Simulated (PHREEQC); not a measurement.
Consider water at 25 °C with 0.0011 mol CaSO4, 4.6e-05 mol ZnCl2 and 0.00032 mol MnSO4 per kg of water. Closed to the air; pH follows from the charge balance.

Equilibrium calculation in PHREEQC: ion-association model, phreeqc.dat.

Precipitation was switched off in this run.

Question: What pH, specific conductance, ionic strength does the model give?

Answer: pH 6.66; specific conductance 324 µS/cm; ionic strength 0.00517 mol/kgw.

Question: In which forms is S present?

Answer: SO4-2 89 %, CaSO4 8.4 %, MnSO4 2.5 % of the S.
